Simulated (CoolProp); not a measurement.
n-hexane at 293.15 K and 0.0124 MPa flows at 0.29 m/s in a round tube of 12.7 mm bore and 1.5 µm roughness, fully developed (64/Re and Nu = 3.66 if laminar; Colebrook and Gnielinski if turbulent). Each further row changes one setting.

Values from CoolProp's reference Helmholtz-energy equation of state, Thol 2019.

| case | Reynolds number | Darcy friction factor | pressure drop (Pa/m) | heat-transfer coefficient (W/(m² K)) | mass flow (kg/h) |
|---|---|---|---|---|---|
| as stated | [?] | [?] | [?] | 3.86 | 0.0586 |
| velocity 0.58 m/s | 530 | 0.121 | [?] | 3.86 | [?] |
| diameter 25.4 mm | 530 | 0.121 | 0.0886 | [?] | 0.234 |

Fill in the missing entries.


- as stated, Reynolds number: 265
- as stated, Darcy friction factor: 0.242
- as stated, pressure drop (Pa/m): 0.354
- velocity 0.58 m/s, pressure drop (Pa/m): 0.708
- velocity 0.58 m/s, mass flow (kg/h): 0.117
- diameter 25.4 mm, heat-transfer coefficient (W/(m² K)): 1.93

Viscosity comes from a separate model (Michailidou 2013). Thermal conductivity comes from a separate model (Assael 2013).
